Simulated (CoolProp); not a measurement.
Vapour-liquid equilibrium of carbon dioxide (1) + R152A (2) at 221.7 K; x and y are mole fractions of (1).

Computed with CoolProp (multi-fluid Helmholtz-energy mixture model, Span 1996 and Outcalt 1996; pair parameters Bell 2016).

```json
[
 {"x": "0.05", "bubble pressure, mixture model (kPa)": "56.54", "bubble pressure, Raoult's law (kPa)": "56.12", "y, mixture model": "0.570", "y, Raoult's law": "0.573"},
 {"x": "0.2", "bubble pressure, mixture model (kPa)": "151.0", "bubble pressure, Raoult's law (kPa)": "148.8", "y, mixture model": "0.859", "y, Raoult's law": "0.864"},
 {"x": "0.35", "bubble pressure, mixture model (kPa)": "244.2", "bubble pressure, Raoult's law (kPa)": "241.5", "y, mixture model": "0.926", "y, Raoult's law": "0.932"},
 {"x": "0.5", "bubble pressure, mixture model (kPa)": "335.1", "bubble pressure, Raoult's law (kPa)": "334.1", "y, mixture model": "0.956", "y, Raoult's law": "0.962"},
 {"x": "0.65", "bubble pressure, mixture model (kPa)": "424.6", "bubble pressure, Raoult's law (kPa)": "426.8", "y, mixture model": "0.974", "y, Raoult's law": "0.979"},
 {"x": "0.8", "bubble pressure, mixture model (kPa)": "515.0", "bubble pressure, Raoult's law (kPa)": "519.5", "y, mixture model": "0.987", "y, Raoult's law": "0.990"},
 {"x": "0.95", "bubble pressure, mixture model (kPa)": "609.7", "bubble pressure, Raoult's law (kPa)": "612.1", "y, mixture model": "0.997", "y, Raoult's law": "0.998"}
]
```

The largest gap from Raoult's law is +1.5 % in bubble pressure, at x = 0.2. No azeotrope shows between x = 0.05 and 0.95.

The pair parameters rest on a limited set of measurements; away from them the model extrapolates. The gap from Raoult's law changes sign with composition, which may be real or a fault of the pair parameters; it wasn't checked against measurements.
